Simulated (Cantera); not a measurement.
A closed system holds: 1 mol SiO2, 2.5 mol C, 0.19 mol N2, at 2252 °C and 0.240 bar.

These are equilibrium values from Cantera (NASA tables, ideal gas, pure condensed phases), not measurements of a reactor. Candidate condensed phases: C, Si, SiC, SiO2, Si2N2O, Si3N4; 34 gas species. The tables' values for SiN are old estimates; treat these amounts as uncertain. Kinetics and transport are ignored.

Base state: CO 0.793, SiO 0.104, N2 0.0851, Si 0.0141, Si2C 0.00214, SiC2 0.000724, Si2 0.000230, SiN 0.000195 (mole fractions); condensed: SiC(s).

### Question
What changes in the equilibrium state with this change: pressure from 0.240 bar to 1.00 bar?

### Answer
```
species        before     after
-----------  --------  --------
CO              0.793     0.798
SiO             0.104     0.112
N2             0.0851    0.0863
Si             0.0141   0.00349
SiC2         0.000724  0.000168
Si2C          0.00214  0.000531
Si2          0.000230   5.89e-5
Si3           2.32e-5   6.15e-6
SiC(s), mol     0.724     0.743
```
